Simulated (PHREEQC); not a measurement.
0.099 g of hydrous ferric oxide (600 m²/g; 0.2 weak and 0.005 strong sites per Fe, Dzombak-Morel constants, diffuse double layer) in 1 kg of water with 0.3 mol/kgw of an inert sodium salt and 0.02 mmol/kgw Na2SeO4, at 25 °C; the pH is set by adding NaOH or the inert anion's acid. O2 is buffered at 0.21 atm. CO2 from the air is kept out. Precipitation was switched off in this run.

Base run: PHREEQC, ion-association model, wateq4f.dat. Each further column changes one thing. The table gives surface charge σ (C/m²).

```
pH      base  background salt from 0.3 to 0.03 mol/kgw  oxide from 0.099 to 0.49 g/kgw
----  ------  ----------------------------------------  ------------------------------
4      0.312                                     0.226                           0.338
5      0.248                                         ?                           0.261
5.5    0.199                                     0.092                           0.205
6.5    0.104                                         ?                           0.105
7      0.066                                     0.027                           0.066
8      0.006                                     0.002                           0.006
9     -0.051                                         ?                          -0.051
9.5   -0.087                                    -0.038                          -0.087
10.5  -0.185                                         ?                          -0.185
11    -0.244                                    -0.137                          -0.244
12    -0.339                                    -0.262                          -0.339
```

Problem. Complete the blanks.

Solution. 
- 5, background salt from 0.3 to 0.03 mol/kgw: 0.130
- 6.5, background salt from 0.3 to 0.03 mol/kgw: 0.044
- 9, background salt from 0.3 to 0.03 mol/kgw: -0.021
- 10.5, background salt from 0.3 to 0.03 mol/kgw: -0.094
